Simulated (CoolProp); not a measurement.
Vapour-liquid equilibrium of isohexane (1) + n-heptane (2) at 1110 kPa; x and y are mole fractions of (1).

Model: multi-fluid Helmholtz-energy mixture model, Lemmon 2006 and Span 2003; pair parameters Bell 2016, in CoolProp.

### Question
Give the bubble temperature and the first vapour's composition at x = 0.05, 0.2, 0.35. Is there an azeotrope?

### Answer
x = 0.05: 477.7 K, y = 0.079; x = 0.2: 469.7 K, y = 0.293; x = 0.35: 462.2 K, y = 0.476. No azeotrope shows between x = 0.05 and 0.95.

The pair parameters rest on a limited set of measurements; away from them the model extrapolates.
